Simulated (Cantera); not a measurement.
CuO + CO (carbothermic reduction)

Input: 1 mol CuO, 0.79 mol CO, held at 1.00 bar.

Equilibrium computed with Cantera from the NASA thermochemical tables; the gas is ideal and each condensed phase is pure. Candidate condensed phases: C, Cu, CuO, Cu2O; 15 gas species. Each liquid is taken as pure. Mutual solubility and eutectic melting of coexisting phases are not modelled. The numbers say what is thermodynamically allowed, not how fast it happens.

```json
[
 {"T (K)": "1500", "x CO2": "0.999", "x Cu": "8.22e-6", "x O2": "9.97e-5", "x CO": "0.000490", "x O": "4.05e-8", "n Cu(l)": "0.580", "n Cu2O(s)": "0.210", "n Cu2O(l)": "0"},
 {"T (K)": "1650", "x CO2": "0.998", "x Cu": "8.12e-5", "x O2": "0.000684", "x CO": "0.00144", "x O": "6.77e-7", "n Cu(l)": "0.580", "n Cu2O(s)": "0", "n Cu2O(l)": "0.210"},
 {"T (K)": "1800", "x CO2": "0.993", "x Cu": "0.000541", "x O2": "0.00301", "x CO": "0.00373", "x O": "6.67e-6", "n Cu(l)": "0.583", "n Cu2O(s)": "0", "n Cu2O(l)": "0.208"},
 {"T (K)": "1950", "x CO2": "0.979", "x Cu": "0.00267", "x O2": "0.0103", "x CO": "0.00832", "x O": "4.57e-5", "n Cu(l)": "0.597", "n Cu2O(s)": "0", "n Cu2O(l)": "0.200"},
 {"T (K)": "2100", "x CO2": "0.944", "x Cu": "0.0104", "x O2": "0.0288", "x CO": "0.0163", "x O": "0.000236", "n Cu(l)": "0.640", "n Cu2O(s)": "0", "n Cu2O(l)": "0.176"},
 {"T (K)": "2250", "x CO2": "0.867", "x Cu": "0.0337", "x O2": "0.0693", "x CO": "0.0278", "x O": "0.000971", "n Cu(l)": "0.748", "n Cu2O(s)": "0", "n Cu2O(l)": "0.111"},
 {"T (K)": "2400", "x CO2": "0.733", "x Cu": "0.0935", "x O2": "0.123", "x CO": "0.0444", "x O": "0.00304", "n Cu(l)": "0.900", "n Cu2O(s)": "0", "n Cu2O(l)": "0"},
 {"T (K)": "2550", "x CO2": "0.559", "x Cu": "0.229", "x O2": "0.118", "x CO": "0.0779", "x O": "0.00633", "n Cu(l)": "0.699", "n Cu2O(s)": "0", "n Cu2O(l)": "0"}
]
```
x: gas mole fraction; n: condensed amount in mol.

At 1500 K the condensed part is Cu(l) + Cu2O(s). From 1650 K to 2250 K the condensed part is Cu(l) + Cu2O(l). From 2400 K to 2550 K the condensed part is Cu(l). The main Cu-bearing gas is Cu throughout.
